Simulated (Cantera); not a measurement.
Feed: 1 mol Pb, 0.11 mol O2, 0.17 mol H2.

These are equilibrium values from Cantera (NASA tables, ideal gas, pure condensed phases), not measurements of a reactor. Candidate condensed phases: H2O, Pb, PbO, PbO2, Pb3O4; 12 gas species. Each liquid is taken as pure. Mutual solubility and eutectic melting of coexisting phases are not modelled. Kinetics and transport are ignored.

Q: What condenses at these points (T in °C, P in Pa): (927, 32); (1127, 320000); (927, 100000); (1027, 10000); (1327, 10000); (827, 320)?

A: 
```tsv
T (°C)	P in Pa	condensed phases	Pb condensed (%)
927	32	gas only	0.0
1127	320000	Pb + PbO	99.9
927	100000	Pb + PbO	100.0
1027	10000	Pb + PbO	99.5
1327	10000	Pb	60.9
827	320	Pb + PbO	99.3
```
